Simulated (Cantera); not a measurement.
An adiabatic, constant-pressure homogeneous reactor starts with C3H8 : O2 : N2 = 1 : 5.95 : 22.4 (molar parts), equivalence ratio 0.84, at 1175 K and 3.75 atm.

Detailed kinetics in Cantera: GRI-Mech 3.0 (53 species, 325 reactions). GRI-Mech 3.0 was tuned for natural gas; its chemistry of propane as a main component is partial and can be far from experiment.

Task: Predict: time of steepest temperature rise; temperature at 0.100 s; equilibrium temperature; x(O2) at 0.100 s; x(NO) at 0.100 s; x(N2O) at 0.100 s.

Result: 
```json
{
  "time_of_steepest_temperature_rise": "5.04 ms",
  "temperature at 0.100 s": "2629 K",
  "equilibrium_temperature": "2629 K",
  "x(O2) at 0.100 s": "0.0321 (gas-phase equilibrium 0.0321)",
  "x(NO) at 0.100 s": "0.0107 (gas-phase equilibrium 0.0107)",
  "x(N2O) at 0.100 s": "1.11e-6 (gas-phase equilibrium 1.11e-6)"
}
```
